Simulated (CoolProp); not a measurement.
The numbers come from the reference Helmholtz-energy equation of state, Span 2003 in CoolProp. It is a short technical equation, of lower accuracy than the large ones.

Task: Give the vapour pressure (kPa), vapour density (kg/m³), enthalpy of vaporisation (kJ/kg), vapour viscosity (µPa s) of saturated n-heptane at 112.45, 125.75 °C.

Result: 
```json
[
 {"T (°C)": "112.45", "p (kPa)": "151", "vapour density (kg/m³)": "5.06", "enthalpy of vaporisation (kJ/kg)": "306", "vapour viscosity (µPa s)": "7.48"},
 {"T (°C)": "125.75", "p (kPa)": "212", "vapour density (kg/m³)": "7.04", "enthalpy of vaporisation (kJ/kg)": "296", "vapour viscosity (µPa s)": "7.75"}
]
```

Viscosity comes from a separate model (Michailidou 2014).
